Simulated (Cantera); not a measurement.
# Ignition delay

Mixture: 32.1 % CO, 2.88 % H2, 4.17 % CH4, 12.8 % O2, 48.1 % N2, equivalence ratio 2.0, at 760 Torr, adiabatic and at constant pressure. Ignition delay is the time to a rise of 400 K.

Cantera simulation using GRI-Mech 3.0 (53 species, 325 reactions); the numbers are that mechanism's predictions, not measurements.

```
T0 (K)  delay (ms)
------  ----------
1175          1.65
1250         0.892
1325         0.506
1400         0.306
1475         0.196
1550         0.133
1625        0.0942
1700        0.0687
1775        0.0512
```

The apparent activation energy between 1625 and 1775 K is 97 kJ/mol.
